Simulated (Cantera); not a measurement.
Charge: 1 mol SiH4, a varied amount of N2, 0.1 mol H2, held at 1873 K and 0.105 Torr.

Cantera equilibrium calculation (NASA polynomials, part measured and part estimated; ideal gas, pure solids and liquids). Candidate condensed phases: Si, Si3N4; 18 gas species. The tables' values for SiN are old estimates; treat these amounts as uncertain. Gases not in the tables: Si2H6 and higher silanes. Equilibrium is a limit: real reactors are often held back by kinetics, nucleation or transport.

Q: At 0.88 mol N2, list the 7 most abundant gas species with their mole fractions, and the condensed phases.

A: H2 0.623, N2 0.270, Si 0.0630, H 0.0430, SiH 0.000548, Si2 0.000470, Si2N 0.000207. Condensed: Si(l).
